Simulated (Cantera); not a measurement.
# Reactions in the system H-O-Ta

Source: NASA polynomial tables (part measured, part estimated), evaluated in Cantera. Values are per mole of reaction as written; species without (g) are pure solids or liquids, kept so even where they would boil at 1 bar.

Ta2O5 + H2O(g) ⇌ H2O2(g) + 2 TaO2(g)

| T (K) | ΔH° (kJ) | ΔS° (J/K) | ΔG° (kJ) | log10 K |
|---|---|---|---|---|
| 300 | 1749.8 | 462.8 | 1610.9 | -280.48 |
| 1098 | 1714.1 | 406.6 | 1267.6 | -60.30 |
| 1123 | 1712.8 | 405.5 | 1257.5 | -58.49 |
| 1148 | 1711.5 | 404.3 | 1247.3 | -56.75 |
| 1173 | 1710.2 | 403.2 | 1237.3 | -55.10 |
| 1198 | 1708.9 | 402.1 | 1227.2 | -53.51 |
| 1223 | 1707.6 | 401.0 | 1217.2 | -51.98 |
| 1248 | 1706.2 | 399.9 | 1207.1 | -50.52 |
| 1273 | 1704.9 | 398.9 | 1197.2 | -49.12 |
| 1298 | 1703.5 | 397.8 | 1187.2 | -47.77 |
| 1323 | 1702.2 | 396.8 | 1177.3 | -46.48 |
